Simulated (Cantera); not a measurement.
An adiabatic, constant-pressure homogeneous reactor starts with CH₄ : CO : O₂ : N₂ = 1 : 0.07 : 1.85 : 6.96 (molar parts), at 1650 K and 1.01 bar. Integrator tolerance rtol = 1e-08.

Computed with Cantera and GRI-Mech 3.0 (53 species, 325 reactions).

Problem. What does this change do: pressure from 1.01 bar to 4.40 bar?

Solution. 
```tsv
quantity	before	after
time of steepest temperature rise	0.321 ms	0.100 ms
temperature at 0.900 s	2803 K	2917 K
equilibrium temperature	2803 K	2917 K
x(CH₄) at 0.900 s	<1e-12 (gas-phase equilibrium <1e-12)	<1e-12 (gas-phase equilibrium <1e-12)
x(CO) at 0.900 s	0.0571 (gas-phase equilibrium 0.0571)	0.0537 (gas-phase equilibrium 0.0537)
x(O₂) at 0.900 s	0.0146 (gas-phase equilibrium 0.0146)	0.0115 (gas-phase equilibrium 0.0115)
x(N₂O) at 0.900 s	4.62e-7 (gas-phase equilibrium 4.62e-7)	1.01e-6 (gas-phase equilibrium 1.01e-6)
x(C₂H₆) at 0.900 s	<1e-12 (gas-phase equilibrium <1e-12)	<1e-12 (gas-phase equilibrium <1e-12)
```
